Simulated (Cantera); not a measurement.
Charge: 1 mol SiH4, 0.12 mol CH4, 1500 mol H2, at 1950 °C and 0.00790 bar.

Method: chemical equilibrium by Gibbs-energy minimisation in Cantera with the NASA 1993 tables (ideal gas, pure condensed phases). Candidate condensed phases: C, C6H6, C7H8, C8H18, Si, SiC; 87 gas species. The numbers say what is thermodynamically allowed, not how fast it happens.

Base state: H2 0.930, H 0.0695, Si 0.000615, C2H2 (acetylene) 3.70e-5, SiH 2.23e-5 (mole fractions); condensed: gas only.

Question: What changes in the equilibrium state with this change: temperature from 1950 °C to 1352 °C?

Answer: 
```tsv
species	before	after
H2	0.930	0.999
H	0.0695	0.000793
Si	0.000615	2.06e-5
C2H2 (acetylene)	3.70e-5	4.65e-9
SiH	2.23e-5	3.65e-6
Si(s), mol	0	0.833
SiC(s), mol	0	0.120
```
Mutual solubility and eutectic melting of coexisting phases are not modelled.
